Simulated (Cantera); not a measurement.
Input: 1 mol SiH4, 36 mol NH3, 4.2 mol N2, equilibrated at 1.50 mbar.

Equilibrium computed with Cantera from the NASA thermochemical tables; the gas is ideal and each condensed phase is pure. Candidate condensed phases: Si, Si3N4; 18 gas species. The tables' values for SiN are old estimates; treat these amounts as uncertain. Gases not in the tables: Si2H6 and higher silanes. Kinetics and transport are ignored.

x: gas mole fraction; n: condensed amount in mol.

```csv
T (K),x H2,x N2,x H,x Si,n Si3N4(s),n Si(s),n Si(l)
1223,0.722,0.278,(withheld),5.72e-12,0.333,0,0
1323,0.722,0.278,(withheld),9.90e-10,0.333,0,0
1423,0.722,0.278,(withheld),8.23e-8,0.333,0,0
1523,0.722,0.278,(withheld),3.80e-6,0.333,0,0
1623,0.715,0.284,(withheld),0.000104,0,0.990,0
1723,0.712,0.283,(withheld),0.000656,0,0,0.942
1823,0.706,0.282,(withheld),0.00295,0,0,0.745
```

Complete the blanks.


- 1223, x H: 6.60e-6
- 1323, x H: 3.48e-5
- 1423, x H: 0.000146
- 1523, x H: 0.000507
- 1623, x H: 0.00151
- 1723, x H: 0.00397
- 1823, x H: 0.00940
